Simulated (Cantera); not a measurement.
An adiabatic, constant-pressure homogeneous reactor starts with 18.1 % CH₄, 17.2 % O₂, 64.7 % N₂, equivalence ratio 2.1, at 1150 K and 1000000 Pa.

Computed with Cantera and GRI-Mech 3.0 (53 species, 325 reactions).

**Question.** Predict: time of steepest temperature rise; temperature at 0.200 s; equilibrium temperature; x(CH₄) at 0.200 s; x(O₂) at 0.200 s; x(O) at 0.200 s; x(NO) at 0.200 s.

**Answer.** 
```
Property                                                            Result
---------------------------------  ---------------------------------------
time of steepest temperature rise                                  13.4 ms
temperature at 0.200 s                                              2183 K
equilibrium temperature                                             2183 K
x(CH₄) at 0.200 s                  9.92e-9 (gas-phase equilibrium 1.12e-8)
x(O₂) at 0.200 s                   4.59e-8 (gas-phase equilibrium 4.59e-8)
x(O) at 0.200 s                    1.65e-7 (gas-phase equilibrium 1.65e-7)
x(NO) at 0.200 s                   5.17e-6 (gas-phase equilibrium 4.73e-6)
```
